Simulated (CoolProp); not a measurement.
A simple Rankine cycle with ammonia: condensing at 291.15 K, boiler at 5.07 MPa, turbine inlet 512.7 K, turbine efficiency 0.7, pump efficiency 0.8, no recuperator. Each further row changes one setting.

Model: reference Helmholtz-energy equation of state, Gao 2020, in CoolProp.

```csv
case,thermal efficiency (%),net work (kJ/kg),heat in (kJ/kg),turbine exit temperature (K),volume ratio over the turbine
as stated,14.4,___,1680,387.0,4.97
turbine inlet 532.7 K,14.7,255,1740,405.1,4.97
condensing temperature 283.15 K,15.7,270,1720,___,6.27
boiler pressure 3.55 MPa,12.2,208,1700,___,___
turbine efficiency 0.6,12.2,206,1680,401.8,___
```

### Question
Complete the blanks.

### Answer

- as stated, net work (kJ/kg): 242
- condensing temperature 283.15 K, turbine exit temperature (K): 372.5
- boiler pressure 3.55 MPa, turbine exit temperature (K): 410.9
- boiler pressure 3.55 MPa, volume ratio over the turbine: 3.63
- turbine efficiency 0.6, volume ratio over the turbine: 5.18
